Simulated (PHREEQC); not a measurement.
2.9 g of hydrous ferric oxide (600 m²/g; 0.2 weak and 0.005 strong sites per Fe, Dzombak-Morel constants, diffuse double layer) in 1 kg of water with 0.001 mol/kgw of an inert sodium salt and 6.4e-05 mol NaH2PO4, 0.00027 mol CuSO4 and 0.00062 mol ZnCl2, at 25 °C; the pH is set by adding NaOH or the inert anion's acid. O2 is buffered at 0.21 atm. No CO2 enters from the air. Precipitation was switched off in this run.

The numbers come from PHREEQC with the ion-association model, wateq4f.dat.

Problem. Predict S sorbed (%), Cu sorbed (%) at pH = 4.5, 5.5, 11.

Solution. 
```json
[
 {"pH": "4.5", "S sorbed (%)": "100.0", "Cu sorbed (%)": "53.6"},
 {"pH": "5.5", "S sorbed (%)": "99.9", "Cu sorbed (%)": "97.0"},
 {"pH": "11", "S sorbed (%)": "0.0", "Cu sorbed (%)": "99.9"}
]
```

H3PO4, which wateq4f.dat lacks, is added to it with the constant of phreeqc.dat. The database has no phosphate complexes of Cu, Zn. The database's constant for dissolved Cu(OH)2 is higher than later reviews accept. The oxide is taken as insoluble; below pH 4 it would dissolve.
